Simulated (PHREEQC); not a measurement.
A solution holds 0.011 mol/kgw HNO3 and 0.32 mol/kgw CuCl2, at 40 °C. Closed to the air; pH follows from the charge balance.

Computed with PHREEQC (ion-association model, phreeqc.dat).

Each row changes one thing in this solution. This is a speciation only: nothing precipitates in the calculation.

```tsv
case	pH	ionic strength (mol/kgw)	Cl- (mol/kgw)	Cu+2 (mol/kgw)	CuCl+ (mol/kgw)	CuCl2 (mol/kgw)
as made	2.08	0.705	0.501	0.193	0.115	0.0118
temperature from 40 to 35 °C	2.08	0.736	0.517	0.208	0.102	0.0102
CuCl2 from 0.32 to 0.48 mol/kgw	2.09	0.977	0.710	0.256	0.199	0.0254
HNO3 left out	3.93	___	0.501	0.193	0.115	0.0119
temperature from 40 to 25 °C	2.08	0.796	___	0.236	0.0767	0.00722
diluted 100-fold with water	4.00	0.00957	0.00633	___	___	___
```

### Question
What belongs in the gaps?

### Answer

- HNO3 left out, ionic strength (mol/kgw): 0.694
- temperature from 40 to 25 °C, Cl- (mol/kgw): 0.549
- diluted 100-fold with water, Cu+2 (mol/kgw): 0.00313
- diluted 100-fold with water, CuCl+ (mol/kgw): 7.21e-5
- diluted 100-fold with water, CuCl2 (mol/kgw): 2.31e-7

The ionic strength passes 0.7 mol/kgw, the rough limit of the ion-association models, in as made; temperature from 40 to 35 °C; CuCl2 from 0.32 to 0.48 mol/kgw; temperature from 40 to 25 °C. Constants without temperature data keep their 25 °C values here.
